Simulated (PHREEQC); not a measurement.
# Leach liquor (model solution)

Dissolve 0.0079 mol/kgw H2SO4 and 0.00015 mol/kgw Al2(SO4)3 at 85 °C. Closed to the air; pH follows from the charge balance.

Model: ion-association model, phreeqc.dat, run in PHREEQC.

Precipitation was switched off in this run.

Task: Predict the pH, ionic strength, specific conductance.

Result: pH 2.06; ionic strength 0.0126 mol/kgw; specific conductance 9940 µS/cm.

Task: In which forms is Al present?

Result: AlSO4+ 73 %, Al+3 22 %, Al(SO4)2- 3.8 % of the Al.

Away from 25 °C the constants follow the database's enthalpies or fits; those with neither stay at their 25 °C values.
